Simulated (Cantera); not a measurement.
# TEOS + NO + N2O (silicon oxide and oxynitride deposition)

Charge: 1 mol TEOS, 23 mol NO, 14 mol N2O, equilibrated at 1550 K and 563 Torr.

Cantera equilibrium calculation (NASA polynomials, part measured and part estimated; ideal gas, pure solids and liquids). Candidate condensed phases: C, C6H6, C7H8, C8H18, H2O, Si, SiC, SiO2, Si2N2O, Si3N4; 151 gas species. The feed counts by its element totals alone. The tables hold silica as quartz up to 1696 K and as liquid above; real silica turns to tridymite and cristobalite and melts near 1996 K. Gases not in the tables: Si(OH)4. Rates play no part.

```yaml
x(N2): 0.509
x(H2O): 0.200
x(CO2): 0.160
x(O2): 0.129
x(NO): 0.000979
x(OH): 0.000160
x(CO): 5.19e-6
x(O): 3.25e-6
x(NO2): 3.09e-6
n(SiO2(β-quartz)): 1.00 mol
gas_amount: 50.00 mol
log10 activity of C(graphite) (absent): -13.26
log10 activity of Si(s) (absent): -20.38
```
